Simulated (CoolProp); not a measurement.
n-heptane along the isobar 2.46 MPa: Z from the reference equation and from simpler models built on Tc = 541.2 K, pc = 2.774 MPa, ω = 0.349; each cubic takes its own stable root.

Values from CoolProp's reference Helmholtz-energy equation of state, Span 2003. It is a short technical equation, of lower accuracy than the large ones.

```csv
T (K),phase,reference
246.4,liquid,0.1661
256.4,liquid,0.1615
266.4,liquid,0.1572
276.4,liquid,0.1533
286.4,liquid,0.1497
296.4,liquid,0.1464
306.3,liquid,0.1434
316.3,liquid,0.1406
326.3,liquid,0.1380
336.3,liquid,0.1357
346.3,liquid,0.1336
356.3,liquid,0.1316
```

Task: How far does each simpler model (Soave-Redlich-Kwong, Peng-Robinson) lie from the reference over these 12 states: mean and median of the absolute difference, and the worst?

Result: 
- Soave-Redlich-Kwong: mean 12.6 %, median 12.4 %, worst +14.0 % at 246.4 K and 2.46 MPa
- Peng-Robinson: mean 0.7 %, median 0.7 %, worst +1.6 % at 246.4 K and 2.46 MPa
